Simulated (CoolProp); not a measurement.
Model: reference Helmholtz-energy equation of state, Schroeder 2014, in CoolProp.

Task: For ethanol, give the phase and the cv (kJ/(kg K)), speed of sound (m/s), isothermal compressibility (1/MPa), expansivity (1/kK) at 193.7 K and 2610 kPa; 327.7 K and 220 kPa.

Result: 
- 193.7 K and 2610 kPa: liquid; cv 1.54, speed of sound 1570, isothermal compressibility 0.000586, expansivity 1.03
- 327.7 K and 220 kPa: liquid; cv 2.26, speed of sound 1050, isothermal compressibility 0.00144, expansivity 1.20
